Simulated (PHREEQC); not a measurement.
Dissolve 0.26 mol/kgw Cu(NO3)2 and 0.00015 mol/kgw HNO3 at 75 °C. Closed to the air; pH follows from the charge balance.

Model: ion-association model, phreeqc.dat, run in PHREEQC.

Q: The ionic strength comes out as 0.780 mol/kgw. What activity coefficients do Cu2(OH)2+2, NO3-, H+, CuOH+, Cu+2 get?

A: Cu2(OH)2+2 0.29, NO3- 0.55, H+ 0.73, CuOH+ 0.59, Cu+2 0.19.

This is a speciation only: nothing precipitates in the calculation. Ionic strength above about 0.7 mol/kgw puts this run outside the model's range. Constants without temperature data keep their 25 °C values here.
